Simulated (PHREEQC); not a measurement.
**Acid rinse or clean: an equilibrium model**

Dissolve 0.24 mol H2SO4 and 0.27 mol FeCl3 per kg of water at 94 °C. Closed to the air; pH follows from the charge balance.

Computed with PHREEQC (ion-association model, phreeqc.dat).

* **pH**: 0.70
* **ionic strength**: 1.05 mol/kgw
* **activity of water**: 0.977
* **total alkalinity**: -1020 meq/kg

```json
[
 {"species": "Cl-", "molality": "0.608", "activity": "0.343", "log γ": "-0.249"},
 {"species": "H+", "molality": "0.278", "activity": "0.199", "log γ": "-0.146"},
 {"species": "FeCl+2", "molality": "0.181", "activity": "0.0238", "log γ": "-0.881"},
 {"species": "HSO4-", "molality": "0.163", "activity": "0.125", "log γ": "-0.113"},
 {"species": "FeHSO4+2", "molality": "0.0417", "activity": "0.0147", "log γ": "-0.453"},
 {"species": "FeSO4+", "molality": "0.0257", "activity": "0.0155", "log γ": "-0.220"}
]
```

Precipitation was switched off in this run. The solution is supersaturated, for example in Hematite (slow to form), Goethite (slow to form), so a real one may precipitate; this is no full list. The ionic strength is past about 0.7 mol/kgw, beyond the range of this activity model, so the values are rough. Constants without temperature data keep their 25 °C values here.
